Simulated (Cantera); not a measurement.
What does this Cantera script print?

```python
import numpy as np
import cantera as ct

gas_names = [...]  # 87 gases of nasa_gas.yaml made of C, H, Si
cond_names = """
    C(gr) C6H6(L) C7H8(L) C8H18(L),n-octa Si(cr) Si(L) SiC(b)
""".split()


# ... load() reads the species with a 1 bar reference pressure and builds the phases ...
atoms = {
    'Si(CH3)4': {'Si': 1, 'C': 4, 'H': 12},
    'C2H2': {'C': 2, 'H': 2},
    'H2': {'H': 2},
}
top_T = {'C(gr)': 4500, 'SiC(b)': 3050}  # K; cautious upper limits of use, not melting points


# ... equilibrate(T, P, feed) seeds the gas with the atoms and calls Mixture.equilibrate('TP', solver="vcs", rtol=1e-11, max_steps=5000) ...
results = []
feed = {'Si(CH3)4': 1, 'C2H2': 1.1, 'H2': 89}  # mol
T = 1173  # K
P = 1000  # Pa
mix = equilibrate(T, P, feed)
results.append((T, P, feed, dict(zip(mix.species_names, mix.species_moles))))
x = sorted(zip(gas.X, gas.species_names), reverse=True)
print(f"T = {T:g} K  P = {P:g} Pa  gas = {mix.phase_moles(0):.4g} mol")
print("   x: " + "  ".join(f"{s} {v:.3e}" for v, s in x if v > 1e-05))
print("   condensed (mol): " + ("  ".join(f"{mix.phase(i).name} {mix.phase_moles(i):.4g}"
      for i in range(1, mix.n_phases) if mix.phase_moles(i) > 1e-12) or "none"))
```

Output:

```
T = 1173 K  P = 1000 Pa  gas = 96.08 mol
   x: H2 9.998e-01  CH4 1.945e-04
   condensed (mol): C(gr) 5.181  SiC(b) 1
```

Equilibrium computed with Cantera from the NASA thermochemical tables; the gas is ideal and each condensed phase is pure.
